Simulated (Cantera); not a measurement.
Feed: 1 mol Ta2O5, 7.3 mol C, 0.022 mol CO, held at 83000 Pa.

These are equilibrium values from Cantera (NASA tables, ideal gas, pure condensed phases), not measurements of a reactor. Candidate condensed phases: C, Ta, TaC, Ta2O5; 15 gas species. TaC: taken at fixed stoichiometry. Condensed phases not in the tables: Ta2C. Kinetics and transport are ignored.

log p: log10 of the partial pressure in bar; n: condensed amount in mol.

```tsv
T (K)	log p CO	log p CO2	log p C3	log p C	log p C2O	n C(graphite)	n Ta2O5(s)	n TaC(s)
898	-0.52	-0.28	<-12	<-12	<-12	7.31	1.00	0
1048	-0.14	-0.94	<-12	<-12	<-12	7.30	1.00	0
1198	-0.09	-1.89	<-12	<-12	<-12	7.30	1.00	0
1348	-0.08	-2.69	<-12	<-12	<-12	7.30	1.00	0
1498	-0.08	-3.33	<-12	<-12	<-12	0.303	0	2.00
1648	-0.08	-3.85	<-12	<-12	[?]	0.301	0	2.00
1798	-0.08	-4.28	<-12	<-12	[?]	0.300	0	2.00
1948	-0.08	-4.64	-11.13	-11.02	[?]	0.300	0	2.00
2098	-0.08	-4.95	-9.56	-9.64	[?]	0.300	0	2.00
2248	-0.08	-5.21	-8.20	-8.45	[?]	0.300	0	2.00
2398	-0.08	-5.43	-7.02	-7.41	[?]	0.300	0	2.00
2548	-0.08	-5.63	-5.99	-6.50	[?]	0.300	0	2.00
```

Question: Complete the blanks.

Answer: 
- 1648, log p C2O: -11.04
- 1798, log p C2O: -9.97
- 1948, log p C2O: -9.07
- 2098, log p C2O: -8.29
- 2248, log p C2O: -7.62
- 2398, log p C2O: -7.03
- 2548, log p C2O: -6.52
